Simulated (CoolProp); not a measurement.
Model: reference Helmholtz-energy equation of state, Akasaka 2015, in CoolProp.

### Question
Give the vapour pressure (bar), vapour Z, liquid conductivity (mW/(m K)) of saturated R245fa at 395.5 K.

### Answer
```json
[
 {"T (K)": "395.5", "p (bar)": "20.2", "vapour Z": "0.649", "liquid conductivity (mW/(m K))": "63.2"}
]
```

Thermal conductivity comes from a separate model (Huber 2003), an estimate that may be off by 10 % or more.
